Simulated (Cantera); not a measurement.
Feed: 1 mol Pb, 1.3 mol CO, a varied amount of O2, at 1025 K and 2.60 mbar.

Cantera equilibrium calculation (NASA polynomials, part measured and part estimated; ideal gas, pure solids and liquids). Candidate condensed phases: C, Pb, PbO, PbO2, Pb3O4; 15 gas species. Equilibrium is a limit: real reactors are often held back by kinetics, nucleation or transport.

Q: At 1.4 mol O2, list the 3 most abundant gas species with their mole fractions, and the condensed phases.

A: CO2 0.838, O2 0.161, PbO 0.000264. Condensed: PbO(yellow).
